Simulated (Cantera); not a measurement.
## Thermal oxidation and active oxidation of silicon: Si + H2O + N2

Feed: 1 mol Si, 0.0026 mol H2O, 12 mol N2, at 8.10 mbar.

These are equilibrium values from Cantera (NASA tables, ideal gas, pure condensed phases), not measurements of a reactor. Candidate condensed phases: H2O, Si, SiO2, Si2N2O, Si3N4; 35 gas species. N2 is the only nitrogen source here; it is nearly inert below about 1500 K, so the nitride shown seldom forms there in practice. Mutual solubility and eutectic melting of coexisting phases are not modelled. The tables' values for SiN are old estimates; treat these amounts as uncertain. Kinetics and transport are ignored.

From 677 °C to 1277 °C the condensed part is Si2N2O(s) + Si3N4(s). From 1377 °C to 1477 °C the condensed part is Si3N4(s). From 1577 °C to 1877 °C the condensed part is Si(l).

```json
[
 {"T (°C)": "677", "x N2": "1.000", "x Si": "<1e-12", "x Si2N": "<1e-12", "x SiN": "<1e-12", "x Si2": "<1e-12", "n Si2N2O(s)": "0.00260", "n Si3N4(s)": "0.332", "n Si(l)": "0"},
 {"T (°C)": "777", "x N2": "1.000", "x Si": "<1e-12", "x Si2N": "<1e-12", "x SiN": "<1e-12", "x Si2": "<1e-12", "n Si2N2O(s)": "0.00260", "n Si3N4(s)": "0.332", "n Si(l)": "0"},
 {"T (°C)": "877", "x N2": "1.000", "x Si": "<1e-12", "x Si2N": "<1e-12", "x SiN": "<1e-12", "x Si2": "<1e-12", "n Si2N2O(s)": "0.00260", "n Si3N4(s)": "0.332", "n Si(l)": "0"},
 {"T (°C)": "977", "x N2": "1.000", "x Si": "<1e-12", "x Si2N": "<1e-12", "x SiN": "<1e-12", "x Si2": "<1e-12", "n Si2N2O(s)": "0.00260", "n Si3N4(s)": "0.332", "n Si(l)": "0"},
 {"T (°C)": "1077", "x N2": "1.000", "x Si": "8.93e-11", "x Si2N": "<1e-12", "x SiN": "2.10e-11", "x Si2": "<1e-12", "n Si2N2O(s)": "0.00260", "n Si3N4(s)": "0.332", "n Si(l)": "0"},
 {"T (°C)": "1177", "x N2": "1.000", "x Si": "6.26e-9", "x Si2N": "2.10e-11", "x SiN": "9.02e-10", "x Si2": "<1e-12", "n Si2N2O(s)": "0.00256", "n Si3N4(s)": "0.332", "n Si(l)": "0"},
 {"T (°C)": "1277", "x N2": "1.000", "x Si": "2.51e-7", "x Si2N": "2.30e-9", "x SiN": "2.36e-8", "x Si2": "2.78e-11", "n Si2N2O(s)": "0.00163", "n Si3N4(s)": "0.332", "n Si(l)": "0"},
 {"T (°C)": "1377", "x N2": "1.000", "x Si": "6.40e-6", "x Si2N": "1.41e-7", "x SiN": "4.14e-7", "x Si2": "4.18e-9", "n Si2N2O(s)": "0", "n Si3N4(s)": "0.332", "n Si(l)": "0"},
 {"T (°C)": "1477", "x N2": "0.999", "x Si": "0.000112", "x Si2N": "5.34e-6", "x SiN": "5.19e-6", "x Si2": "3.50e-7", "n Si2N2O(s)": "0", "n Si3N4(s)": "0.332", "n Si(l)": "0"},
 {"T (°C)": "1577", "x N2": "0.999", "x Si": "0.000796", "x Si2N": "4.18e-5", "x SiN": "2.75e-5", "x Si2": "5.57e-6", "n Si2N2O(s)": "0", "n Si3N4(s)": "0", "n Si(l)": "0.986"},
 {"T (°C)": "1677", "x N2": "0.996", "x Si": "0.00294", "x Si2N": "0.000107", "x SiN": "7.77e-5", "x Si2": "2.69e-5", "n Si2N2O(s)": "0", "n Si3N4(s)": "0", "n Si(l)": "0.958"},
 {"T (°C)": "1777", "x N2": "0.989", "x Si": "0.00954", "x Si2N": "0.000248", "x SiN": "0.000198", "x Si2": "0.000111", "n Si2N2O(s)": "0", "n Si3N4(s)": "0", "n Si(l)": "0.870"},
 {"T (°C)": "1877", "x N2": "0.970", "x Si": "0.0277", "x Si2N": "0.000528", "x SiN": "0.000459", "x Si2": "0.000401", "n Si2N2O(s)": "0", "n Si3N4(s)": "0", "n Si(l)": "0.623"}
]
```
x: gas mole fraction; n: condensed amount in mol.
